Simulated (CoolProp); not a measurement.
A simple Rankine cycle with R1233zd(E): condensing at 318.15 K, boiler at 1.9 MPa, turbine inlet 404.8 K, turbine efficiency 0.8, pump efficiency 0.8, no recuperator. Each further row changes one setting.

Values from CoolProp's reference Helmholtz-energy equation of state, Akasaka 2022.

```tsv
case	thermal efficiency (%)	net work (kJ/kg)	heat in (kJ/kg)	turbine exit temperature (K)	volume ratio over the turbine
as stated	12.8	29.4	229	340.2	8.88
turbine inlet 424.8 K	12.9	32.8	254	364.1	8.24
condensing temperature 310.15 K	14.0	33.3	239	334.4	11.4
boiler pressure 1.33 MPa	11.1	27.0	242	357.5	5.54
turbine efficiency 0.7	11.1	25.5	229	344.6	9.02
```
